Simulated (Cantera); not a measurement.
Input (Python, Cantera) and output of one run.

```python
import numpy as np
import cantera as ct

gas_names = [...]  # 114 gases of nasa_gas.yaml made of C, Fe, H, O
cond_names = """
    C(gr) C6H6(L) C7H8(L) C8H18(L),n-octa Fe(a) Fe(c) Fe(d) Fe(L) FeC5O5(L) FeO(s) FeO(L) Fe(OH)2(s)
    Fe(OH)3(s) Fe2O3(s) Fe3O4(s) H2O(s) H2O(L)
""".split()


# ... load() reads the species with a 1 bar reference pressure and builds the phases ...
atoms = {
    'Fe3O4': {'Fe': 3, 'O': 4},
    'C': {'C': 1},
    'H2': {'H': 2},
}
top_T = {'C(gr)': 4500, 'Fe2O3(s)': 1830, 'Fe3O4(s)': 1870}  # K; cautious upper limits of use, not melting points


# ... equilibrate(T, P, feed) seeds the gas with the atoms and calls Mixture.equilibrate('TP', solver="vcs", rtol=1e-11, max_steps=5000) ...
results = []
P = 2800  # Pa
for T in [1375, 1475, 1575, 1675, 1775, 1875, 1975, 2075, 2175, 2275, 2375]:
    for m in [0.53, 1.3, 2.1, 2.9, 3.7, 4.5, 5.3, 6.1, 6.9, 7.7]:
        feed = {'Fe3O4': 1, 'C': m, 'H2': 5.8}  # mol
        mix = equilibrate(T, P, feed)
        results.append((T, P, feed, dict(zip(mix.species_names, mix.species_moles))))

for T, P, feed, n in results:
    print(f"{T:7g} {feed['C']:10.4g}  " + (" + ".join(c for c in cond_names if n.get(c, 0) > 1e-12) or "gas only"))
```

Result:

```
   1375       0.53  Fe(c) + FeO(s)
   1375        1.3  Fe(c) + FeO(s)
   1375        2.1  Fe(c) + FeO(s)
   1375        2.9  Fe(c)
   1375        3.7  Fe(c)
   1375        4.5  C(gr) + Fe(c)
   1375        5.3  C(gr) + Fe(c)
   1375        6.1  C(gr) + Fe(c)
   1375        6.9  C(gr) + Fe(c)
   1375        7.7  C(gr) + Fe(c)
   1475       0.53  Fe(c) + FeO(s)
   1475        1.3  Fe(c) + FeO(s)
   1475        2.1  Fe(c)
   1475        2.9  Fe(c)
   1475        3.7  Fe(c)
   1475        4.5  C(gr) + Fe(c)
   1475        5.3  C(gr) + Fe(c)
   1475        6.1  C(gr) + Fe(c)
   1475        6.9  C(gr) + Fe(c)
   1475        7.7  C(gr) + Fe(c)
   1575       0.53  Fe(c) + FeO(s)
   1575        1.3  Fe(c) + FeO(s)
   1575        2.1  Fe(c)
   1575        2.9  Fe(c)
   1575        3.7  Fe(c)
   1575        4.5  C(gr) + Fe(c)
   1575        5.3  C(gr) + Fe(c)
   1575        6.1  C(gr) + Fe(c)
   1575        6.9  C(gr) + Fe(c)
   1575        7.7  C(gr) + Fe(c)
   1675       0.53  Fe(d) + FeO(L)
   1675        1.3  Fe(d) + FeO(L)
   1675        2.1  Fe(d)
   1675        2.9  Fe(d)
   1675        3.7  Fe(d)
   1675        4.5  C(gr) + Fe(d)
   1675        5.3  C(gr) + Fe(d)
   1675        6.1  C(gr) + Fe(d)
   1675        6.9  C(gr) + Fe(d)
   1675        7.7  C(gr) + Fe(d)
   1775       0.53  Fe(d) + FeO(L)
   1775        1.3  Fe(d) + FeO(L)
   1775        2.1  Fe(d)
   1775        2.9  Fe(d)
   1775        3.7  Fe(d)
   1775        4.5  C(gr) + Fe(d)
   1775        5.3  C(gr) + Fe(d)
   1775        6.1  C(gr) + Fe(d)
   1775        6.9  C(gr) + Fe(d)
   1775        7.7  C(gr) + Fe(d)
   1875       0.53  Fe(L) + FeO(L)
   1875        1.3  Fe(L) + FeO(L)
   1875        2.1  Fe(L)
   1875        2.9  Fe(L)
   1875        3.7  Fe(L)
   1875        4.5  C(gr) + Fe(L)
   1875        5.3  C(gr) + Fe(L)
   1875        6.1  C(gr) + Fe(L)
   1875        6.9  C(gr) + Fe(L)
   1875        7.7  C(gr) + Fe(L)
   1975       0.53  Fe(L) + FeO(L)
   1975        1.3  Fe(L) + FeO(L)
   1975        2.1  Fe(L)
   1975        2.9  Fe(L)
   1975        3.7  Fe(L)
   1975        4.5  C(gr) + Fe(L)
   1975        5.3  C(gr) + Fe(L)
   1975        6.1  C(gr) + Fe(L)
   1975        6.9  C(gr) + Fe(L)
   1975        7.7  C(gr) + Fe(L)
   2075       0.53  Fe(L) + FeO(L)
   2075        1.3  Fe(L) + FeO(L)
   2075        2.1  Fe(L)
   2075        2.9  Fe(L)
   2075        3.7  Fe(L)
   2075        4.5  C(gr) + Fe(L)
   2075        5.3  C(gr) + Fe(L)
   2075        6.1  C(gr) + Fe(L)
   2075        6.9  C(gr) + Fe(L)
   2075        7.7  C(gr) + Fe(L)
   2175       0.53  Fe(L) + FeO(L)
   2175        1.3  Fe(L) + FeO(L)
   2175        2.1  Fe(L)
   2175        2.9  Fe(L)
   2175        3.7  Fe(L)
   2175        4.5  C(gr) + Fe(L)
   2175        5.3  C(gr) + Fe(L)
   2175        6.1  C(gr) + Fe(L)
   2175        6.9  C(gr) + Fe(L)
   2175        7.7  C(gr) + Fe(L)
   2275       0.53  FeO(L)
   2275        1.3  Fe(L) + FeO(L)
   2275        2.1  Fe(L)
   2275        2.9  Fe(L)
   2275        3.7  Fe(L)
   2275        4.5  C(gr) + Fe(L)
   2275        5.3  C(gr) + Fe(L)
   2275        6.1  C(gr) + Fe(L)
   2275        6.9  C(gr) + Fe(L)
   2275        7.7  C(gr) + Fe(L)
   2375       0.53  FeO(L)
   2375        1.3  gas only
   2375        2.1  gas only
   2375        2.9  gas only
   2375        3.7  gas only
   2375        4.5  C(gr)
   2375        5.3  C(gr)
   2375        6.1  C(gr)
   2375        6.9  C(gr)
   2375        7.7  C(gr)
```

Equilibrium computed with Cantera from the NASA thermochemical tables; the gas is ideal and each condensed phase is pure. Each liquid is taken as pure. Iron dissolves carbon and melts from about 1420 K in contact with it, which pure phases cannot show. Mutual solubility and eutectic melting of coexisting phases are not modelled. The tables' stoichiometric FeO is somewhat more stable than real wüstite, so its field is too wide. FeO: taken at fixed stoichiometry. Condensed phases not in the tables: cementite and carbon dissolved in iron.
